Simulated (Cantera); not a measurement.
A closed system holds: 1 mol Pb, a varied amount of O₂, 2.3 mol N₂, equilibrated at 852 °C and 0.000540 bar.

These are equilibrium values from Cantera (NASA tables, ideal gas, pure condensed phases), not measurements of a reactor. Candidate condensed phases: Pb, PbO, PbO₂, Pb₃O₄; 12 gas species. The numbers say what is thermodynamically allowed, not how fast it happens.

### Question
What share of the Pb ends up in condensed phases as a function of n(O₂) (mol), at 0.091, 0.12, 0.16, 0.21, 0.29, 0.38, 0.51, 0.67, 0.89?

### Answer
| n(O₂) (mol) | Pb condensed (%) | as |
|---|---|---|
| 0.091 | 11.1 | PbO(yellow) |
| 0.12 | 17.0 | PbO(yellow) |
| 0.16 | 25.2 | PbO(yellow) |
| 0.21 | 35.4 | PbO(yellow) |
| 0.29 | 51.8 | PbO(yellow) |
| 0.38 | 70.2 | PbO(yellow) |
| 0.51 | 94.2 | PbO(yellow) |
| 0.67 | 94.2 | PbO(yellow) |
| 0.89 | 93.7 | PbO(yellow) |
